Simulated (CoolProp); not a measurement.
Vapour pressure (kPa) of dodecamethylcyclohexasiloxane (D6): the reference equation beside estimates from Tc = 645.8 K, pc = 961.4 kPa, ω = 0.736. Clausius-Clapeyron is anchored at 518.2 K with a constant enthalpy of vaporisation of 44.06 kJ/mol.

Values from CoolProp's reference Helmholtz-energy equation of state, Colonna 2008. It is a short technical equation, of lower accuracy than the large ones.

```csv
T (K),reference,Clausius-Clapeyron,Peng-Robinson
501.9,69.67,72.84,72.34
504.2,73.61,76.43,76.41
506.5,77.72,80.17,80.67
508.9,82.20,84.22,85.31
511.2,86.68,88.26,[?]
513.6,91.57,92.64,95.01
515.9,96.45,[?],100.1
518.2,101.5,101.5,105.3
520.6,107.1,106.4,111.1
522.9,112.6,111.3,116.8
525.2,118.3,116.4,122.7
527.6,[?],121.8,[?]
529.9,130.7,127.2,135.6
532.3,137.5,133.1,142.6
534.6,144.2,138.9,149.6
```

Task: Fill in the missing entries.

Result: 
- 511.2, Peng-Robinson: 89.96
- 515.9, Clausius-Clapeyron: 97.00
- 527.6, reference: 124.5
- 527.6, Peng-Robinson: 129.2

Absolute difference from the reference over all 15 rows, mean and median: Clausius-Clapeyron 2.2 and 2.2 %, Peng-Robinson 3.8 and 3.8 %.
